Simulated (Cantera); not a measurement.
## Ignition delay

Mixture: CH4 : CO : O2 : N2 = 1 : 0.45 : 3.01 : 9.32 (molar parts), equivalence ratio 0.74, at 8.29 atm, adiabatic and at constant volume. Ignition delay is the time to a rise of 400 K.

Detailed kinetics in Cantera: GRI-Mech 3.0 (53 species, 325 reactions).

```tsv
T0 (K)	delay (ms)
1300	1.47
1400	0.459
1500	0.163
1600	0.0654
1700	0.0294
1800	0.0146
1900	0.00793
2000	0.00464
2100	0.00289
```

apparent activation energy between 1900 and 2100 K: 170 kJ/mol
